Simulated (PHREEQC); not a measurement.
Consider water at 25 °C with 140 mmol/kgw SrBr2. Closed to the air; pH follows from the charge balance.

The numbers come from PHREEQC with the ion-association model, wateq4f.dat.

| quantity | before | after |
|---|---|---|
| pH | 6.93 | 11.39 |
| SrOH+ (mol/kgw) | 2.33e-8 | 0.000680 |

**Question.** Name the change that produced these shifts.
(A) temperature from 25 to 15 °C
(B) 0.0045 mol/kgw LiOH added
(C) SrBr2 from 0.14 to 0.7 mol/kgw
(D) SrBr2 from 0.14 to 0.21 mol/kgw
(E) temperature from 25 to 20 °C

**Answer.** B, 0.0045 mol/kgw LiOH added

Precipitation was switched off in this run.
